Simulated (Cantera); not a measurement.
What does this Cantera script print?

```python
import numpy as np
import cantera as ct

gas_names = """
    CL CL2 H HCL H2 N NH NH2 NH3 N2 N2H2 N2H4 Si SiCL SiCL2 SiCL3 SiCL4 SiH SiHCL3 SiH2 SiH2CL2 SiH3
    SiH3CL SiH4 SiN Si2 Si2N Si3
""".split()
cond_names = """
    NH4CL(a) NH4CL(b) Si(cr) Si(L) Si3N4(a)
""".split()


# ... load() reads the species with a 1 bar reference pressure and builds the phases ...
atoms = {
    'SiHCl3': {'Si': 1, 'H': 1, 'CL': 3},
    'N2': {'N': 2},
}
top_T = {'Si3N4(a)': 2400}  # K; cautious upper limits of use, not melting points


# ... equilibrate(T, P, feed) seeds the gas with the atoms and calls Mixture.equilibrate('TP', solver="vcs", rtol=1e-11, max_steps=5000) ...
results = []
feed = {'SiHCl3': 1, 'N2': 0.22}  # mol
P = 10000  # Pa
for T in [700, 750, 800, 850, 900, 950, 1000, 1050, 1100, 1150]:
    mix = equilibrate(T, P, feed)
    results.append((T, P, feed, dict(zip(mix.species_names, mix.species_moles))))
    x = sorted(zip(gas.X, gas.species_names), reverse=True)
    print(f"T = {T:g} K  P = {P:g} Pa  gas = {mix.phase_moles(0):.4g} mol")
    print("   x: " + "  ".join(f"{s} {v:.3e}" for v, s in x if v > 0.0001))
    print("   condensed (mol): " + ("  ".join(f"{mix.phase(i).name} {mix.phase_moles(i):.4g}"
          for i in range(1, mix.n_phases) if mix.phase_moles(i) > 1e-12) or "none"))
```

Output:

```
T = 700 K  P = 10000 Pa  gas = 1.326 mol
   x: SiCL4 5.154e-01  H2 2.766e-01  HCL 2.011e-01  N2 6.735e-03  SiHCL3 1.449e-04
   condensed (mol): Si3N4(a) 0.1055
T = 750 K  P = 10000 Pa  gas = 1.327 mol
   x: SiCL4 5.124e-01  H2 2.713e-01  HCL 2.109e-01  N2 5.094e-03  SiHCL3 2.982e-04
   condensed (mol): Si3N4(a) 0.1066
T = 800 K  P = 10000 Pa  gas = 1.327 mol
   x: SiCL4 5.100e-01  H2 2.671e-01  HCL 2.185e-01  N2 3.859e-03  SiHCL3 5.637e-04
   condensed (mol): Si3N4(a) 0.1074
T = 850 K  P = 10000 Pa  gas = 1.328 mol
   x: SiCL4 5.079e-01  H2 2.639e-01  HCL 2.242e-01  N2 2.951e-03  SiHCL3 9.917e-04
   condensed (mol): Si3N4(a) 0.108
T = 900 K  P = 10000 Pa  gas = 1.329 mol
   x: SiCL4 5.061e-01  H2 2.611e-01  HCL 2.288e-01  N2 2.295e-03  SiHCL3 1.641e-03
   condensed (mol): Si3N4(a) 0.1085
T = 950 K  P = 10000 Pa  gas = 1.329 mol
   x: SiCL4 5.042e-01  H2 2.587e-01  HCL 2.326e-01  SiHCL3 2.572e-03  N2 1.829e-03  SiCL3 1.413e-04
   condensed (mol): Si3N4(a) 0.1088
T = 1000 K  P = 10000 Pa  gas = 1.329 mol
   x: SiCL4 5.020e-01  H2 2.562e-01  HCL 2.360e-01  SiHCL3 3.841e-03  N2 1.505e-03  SiCL3 4.174e-04
   condensed (mol): Si3N4(a) 0.109
T = 1050 K  P = 10000 Pa  gas = 1.33 mol
   x: SiCL4 4.991e-01  H2 2.534e-01  HCL 2.396e-01  SiHCL3 5.481e-03  N2 1.292e-03  SiCL3 1.104e-03
   condensed (mol): Si3N4(a) 0.1091
T = 1100 K  P = 10000 Pa  gas = 1.331 mol
   x: SiCL4 4.947e-01  H2 2.499e-01  HCL 2.439e-01  SiHCL3 7.478e-03  SiCL3 2.644e-03  N2 1.177e-03  SiCL2 1.966e-04
   condensed (mol): Si3N4(a) 0.1092
T = 1150 K  P = 10000 Pa  gas = 1.334 mol
   x: SiCL4 4.878e-01  HCL 2.498e-01  H2 2.450e-01  SiHCL3 9.713e-03  SiCL3 5.753e-03  N2 1.171e-03  SiCL2 7.422e-04
   condensed (mol): Si3N4(a) 0.1092
```

Cantera equilibrium calculation (NASA polynomials, part measured and part estimated; ideal gas, pure solids and liquids). N2 is the only nitrogen source here; it is nearly inert below about 1500 K, so the nitride shown seldom forms there in practice. The tables' values for SiCl3 are old estimates; treat these amounts as uncertain.
